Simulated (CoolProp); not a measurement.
Vapour-liquid equilibrium of R115 (1) + R22 (2) at 185.2 K; x and y are mole fractions of (1).

Values from CoolProp's multi-fluid Helmholtz-energy mixture model, Lemmon 2016 and Kamei 1995; pair parameters Bell 2016.

**Question.** Give the bubble pressure and the first vapour's composition at x = 0.5, 0.8, 0.95. Is there an azeotrope?

**Answer.** x = 0.5: 0.007985 MPa, y = 0.548; x = 0.8: 0.007775 MPa, y = 0.646; x = 0.95: 0.006717 MPa, y = 0.819. y crosses x between x = 0.5 and 0.65: the model has an azeotrope there.

Pair parameters are fitted to limited data, so mixtures are less certain than the pure fluids.
